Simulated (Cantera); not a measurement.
Standard-state values (1 bar) from the NASA 1993 polynomials, evaluated with Cantera. Values are per mole of reaction as written; species without (g) are pure solids or liquids, kept so even where they would boil at 1 bar.

**Question.** Between 498 and 598 K, where is each reaction favourable under standard conditions?
- 2 Al(g) + 6 HI(g) → 2 AlI3(g) + 3 H2(g)
- 3 I2 + 2 Al → 2 AlI3(g)
- AlI3(g) + 3 H(g) → Al + 3 HI(g)

**Answer.** 
- 2 Al(g) + 6 HI(g) → 2 AlI3(g) + 3 H2(g): ΔG° is -992 kJ at 498 K and -951 kJ at 598 K; it stays negative (K > 1). ΔH° is -1196 kJ and ΔS° -410 J/K at 598 K.
- 3 I2 + 2 Al → 2 AlI3(g): ΔG° is -539 kJ at 498 K and -555 kJ at 598 K; it stays negative (K > 1). ΔH° is -467 kJ and ΔS° 147 J/K at 598 K.
- AlI3(g) + 3 H(g) → Al + 3 HI(g): ΔG° is -345 kJ at 498 K and -337 kJ at 598 K; it stays negative (K > 1). ΔH° is -390 kJ and ΔS° -89 J/K at 598 K.
